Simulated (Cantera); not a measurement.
An isothermal plug-flow reactor at 500 K and 1.40 bar (inlet), inlet velocity 0.52 m/s, active area per volume 1700 1/m; feed H₂ : O₂ : N₂ : H₂O = 0.007 : 0.15 : 0.79 : 0.036 (molar parts), equivalence ratio 0.023.

Cantera simulation using Deutschmann's 1995 Pt surface mechanism with GRI-Mech 3.0 gas chemistry; the numbers are that mechanism's predictions, not measurements. Catalytic surfaces can have several steady states; this one follows from the mechanism file's or the stated starting coverage. Mass transfer to the wall is taken as infinitely fast.

x: gas mole fraction; θ: surface coverage.

| z (m) | x H₂ | x O₂ | x H₂O | θ free Pt | θ O* | θ OH* |
|---|---|---|---|---|---|---|
| 0.0007 | 0.00135 | 0.150 | 0.0425 | 0.0132 | 0.952 | 0.0351 |
| 0.0014 | 0.000743 | 0.150 | 0.0431 | 0.00727 | 0.966 | 0.0264 |
| 0.0026 | 0.000419 | 0.150 | 0.0435 | 0.00410 | 0.976 | 0.0200 |
| 0.0051 | ? | 0.150 | 0.0437 | ? | 0.983 | ? |
| 0.0098 | 0.000116 | 0.150 | 0.0438 | 0.00114 | 0.988 | 0.0106 |
| 0.019 | 6.02e-5 | 0.150 | 0.0438 | 0.000591 | 0.992 | 0.00767 |
| 0.036 | 3.18e-5 | 0.150 | 0.0439 | 0.000314 | 0.994 | 0.00560 |
| 0.07 | ? | 0.150 | 0.0439 | ? | 0.996 | ? |

**Question.** What belongs in the gaps?

**Answer.** 
- 0.0051, x H₂: 0.000220
- 0.0051, θ free Pt: 0.00215
- 0.0051, θ OH*: 0.0146
- 0.07, x H₂: 1.63e-5
- 0.07, θ free Pt: 0.000163
- 0.07, θ OH*: 0.00404
